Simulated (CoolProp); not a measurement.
The fluid at 293.15 K and 0.165 MPa is throttled through a valve to 0.035 MPa with no heat exchange. The same conditions are run with several fluids, on thermodynamics alone (safety and materials aside).

Values from CoolProp's reference Helmholtz-energy equation of state of each fluid (cyclopropane: Polt 1992; R227EA: Lemmon 2016; R410A: Lemmon 2003; propylene: Lemmon 2013; CF4 (R14): Platzer 1990). The equations of Platzer and Polt are older, rougher fits. Blends and air are pseudo-pure fits.

| fluid | temperature change (K) | final density (kg/m³) |
|---|---|---|
| cyclopropane | -3.4 | 0.615 |
| R227EA | -2.6 | 2.49 |
| R410A | -2.8 | 1.06 |
| propylene | -2.4 | 0.612 |
| CF4 (R14) | -0.7 | 1.27 |
